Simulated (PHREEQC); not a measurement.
A solution holds 190 mmol/kgw HNO3 and 0.097 mmol/kgw NaCl, at 25 °C. Closed to the air; pH follows from the charge balance.

Equilibrium calculation in PHREEQC: ion-association model, phreeqc.dat.

Precipitation was switched off in this run.

Q: Estimate the pH.

A: pH 0.82.
